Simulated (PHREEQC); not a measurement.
Dissolve 0.033 mol NaBF4 per kg of water at 61 °C. Closed to the air; pH follows from the charge balance.

All values are PHREEQC results (ion-association model, wateq4f.dat), not measurements.

Each row changes one thing in this solution. This is a speciation only: nothing precipitates in the calculation.

```json
[
 {"case": "as made", "pH": "2.93", "ionic strength (mol/kgw)": "0.0343", "BF4- (mol/kgw)": "0.0275", "HF (mol/kgw)": "0.00922", "F- (mol/kgw)": "0.00323", "BF3OH- (mol/kgw)": "0.00227"},
 {"case": "diluted 2-fold with water", "pH": "3.01", "ionic strength (mol/kgw)": "0.0176", "BF4- (mol/kgw)": "0.0124", "HF (mol/kgw)": "0.00749", "F- (mol/kgw)": "0.00294", "BF3OH- (mol/kgw)": "0.00127"},
 {"case": "NaBF4 from 0.033 to 0.0363 mol/kgw", "pH": "2.92", "ionic strength (mol/kgw)": "0.0377", "BF4- (mol/kgw)": "0.0305", "HF (mol/kgw)": "0.00948", "F- (mol/kgw)": "0.00327", "BF3OH- (mol/kgw)": "0.00244"},
 {"case": "temperature from 61 to 60 °C", "pH": "2.93", "ionic strength (mol/kgw)": "0.0343", "BF4- (mol/kgw)": "0.0276", "HF (mol/kgw)": "0.00907", "F- (mol/kgw)": "0.00321", "BF3OH- (mol/kgw)": "0.00226"},
 {"case": "0.0016 mol/kgw TMAH added", "pH": "3.10", "ionic strength (mol/kgw)": "0.0355", "BF4- (mol/kgw)": "0.0272", "HF (mol/kgw)": "0.00843", "F- (mol/kgw)": "0.00430", "BF3OH- (mol/kgw)": "0.00245"}
]
```

Species that the database lacks are ignored. (CH3)4N+ isn't in the database: it is added as a free cation with an ion size of 4 Å. At this temperature some constants are extrapolated from 25 °C, and those without enthalpy data are left unchanged. Real BF4- forms and hydrolyses slowly; the run takes it at equilibrium.
